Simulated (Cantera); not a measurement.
Feed: 1 mol Cu2O, 5.7 mol CH4, 9.5 mol N2, held at 1873 K and 47.0 Pa.

These are equilibrium values from Cantera (NASA tables, ideal gas, pure condensed phases), not measurements of a reactor. Candidate condensed phases: C, C6H6, C7H8, C8H18, Cu, CuO, Cu(OH)2, Cu2O, H2O; 139 gas species. Equilibrium is a limit: real reactors are often held back by kinetics, nucleation or transport.

Base state: H2 0.460, N2 0.392, Cu 0.0828, CO 0.0414, H 0.0202, HCN 0.00367, HNC 0.000163, C2H2 (acetylene) 0.000144 (mole fractions); condensed: C(graphite).

Question: What changes in the equilibrium state with this change: Cu2O replaced by Fe3O4?

Answer: 
```tsv
species	before	after
H2	0.460	0.394
N2	0.392	0.336
CO	0.0414	0.142
Fe	0	0.107
Cu	0.0828	0
H	0.0202	0.0187
C2H2 (acetylene)	0.000144	0.000123
HCN	0.00367	0.00314
C(graphite), mol	4.60	1.60
```
Further candidate phases: Fe, Fe(CO)5, FeO, Fe(OH)2, Fe(OH)3, Fe2O3, Fe3O4.
